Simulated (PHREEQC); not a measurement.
**Copper plating or etch bath**

Solution (25 °C): 0.0088 mol CuSO4 and 0.0016 mol HNO3 per kg of water. Closed to the air; pH follows from the charge balance.

Model: ion-association model, wateq4f.dat, run in PHREEQC.

| Quantity | Value |
|---|---|
| pH | 2.98 |
| ionic strength | 0.0264 mol/kgw |
| total alkalinity | -1.60 meq/kg |

| species | molality | activity | log γ |
|---|---|---|---|
| Cu+2 | 0.00641 | 0.00359 | -0.251 |
| SO4-2 | 0.00601 | 0.00328 | -0.263 |
| CuSO4 | 0.00239 | 0.00241 | 0.003 |
| NO3- | 0.00160 | 0.00136 | -0.071 |
| H+ | 0.00121 | 0.00106 | -0.056 |
| HSO4- | 0.000394 | 0.000338 | -0.067 |
| CuOH+ | 3.97e-8 | 3.39e-8 | -0.068 |

This is a speciation only: nothing precipitates in the calculation. Species that the database lacks are ignored.
